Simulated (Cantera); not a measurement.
A perfectly stirred reactor is fed with 1.35 % CH4, 89.7 % H2, 8.97 % H, at 13300 Pa; it is held at 1373 K, and followed from long to short residence time.

Detailed kinetics in Cantera: GRI-Mech 3.0 (53 species, 325 reactions). GRI-Mech 3.0 stops at C3 and has no aromatics, soot or wall deposition, so with more carbon than oxygen in the feed, carbon stays in small species such as C2H2 where larger ones or solid carbon would form.

Predict: x(CH4) at τ = 9.50 s; x(H2) at τ = 9.50 s; x(H) at τ = 9.50 s; x(CH2) at τ = 9.50 s; x(CH4) at τ = 0.150 s; x(H2) at τ = 0.150 s; x(H) at τ = 0.150 s; x(CH2) at τ = 0.150 s.


| Item | Value |
|---|---|
| x(CH4) at τ = 9.50 s | 0.0102 |
| x(H2) at τ = 9.50 s | 0.988 |
| x(H) at τ = 9.50 s | 8.64e-5 |
| x(CH2) at τ = 9.50 s | 1.06e-9 |
| x(CH4) at τ = 0.150 s | 0.0109 |
| x(H2) at τ = 0.150 s | 0.987 |
| x(H) at τ = 0.150 s | 0.000666 |
| x(CH2) at τ = 0.150 s | 5.93e-8 |
